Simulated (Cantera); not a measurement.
**Boron, boron nitride and boron oxide: BCl3 + H2 + N2**

Input: 1 mol BCl3, 43 mol H2, 0.16 mol N2, held at 10.0 mbar.

These are equilibrium values from Cantera (NASA tables, ideal gas, pure condensed phases), not measurements of a reactor. Candidate condensed phases: B, BN, NH4Cl; 21 gas species. N2 is the only nitrogen source here; it is nearly inert below about 1500 K, so the nitride shown seldom forms there in practice. Mutual solubility and eutectic melting of coexisting phases are not modelled. The tables' values for BCl, BCl2, BH2 are old estimates; treat these amounts as uncertain. Gases not in the tables: BHCl2. Rates play no part.

| T (K) | x H2 | x HCl | x H | x BCl | n B(s) | n BN(s) |
|---|---|---|---|---|---|---|
| 1425 | 0.933 | 0.0668 | 6.59e-5 | 6.08e-5 | 0.668 | 0.320 |
| 1450 | 0.933 | 0.0668 | 9.13e-5 | 8.51e-5 | 0.668 | 0.320 |
| 1475 | 0.933 | 0.0668 | 0.000125 | 0.000118 | 0.667 | 0.320 |
| 1500 | 0.933 | 0.0668 | 0.000170 | 0.000161 | 0.666 | 0.320 |
| 1525 | 0.933 | 0.0668 | 0.000228 | 0.000218 | 0.664 | 0.320 |
| 1550 | 0.932 | 0.0668 | 0.000304 | 0.000292 | 0.661 | 0.320 |
| 1575 | 0.932 | 0.0667 | 0.000401 | 0.000386 | 0.657 | 0.320 |
| 1600 | 0.932 | 0.0666 | 0.000525 | 0.000507 | 0.652 | 0.319 |
| 1625 | 0.932 | 0.0664 | 0.000681 | 0.000660 | 0.646 | 0.319 |
| 1650 | 0.932 | 0.0662 | 0.000877 | 0.000850 | 0.638 | 0.318 |
| 1675 | 0.932 | 0.0659 | 0.00112 | 0.00109 | 0.628 | 0.317 |
x: gas mole fraction; n: condensed amount in mol.

From 1425 K to 1675 K the condensed part is B(s) + BN(s).
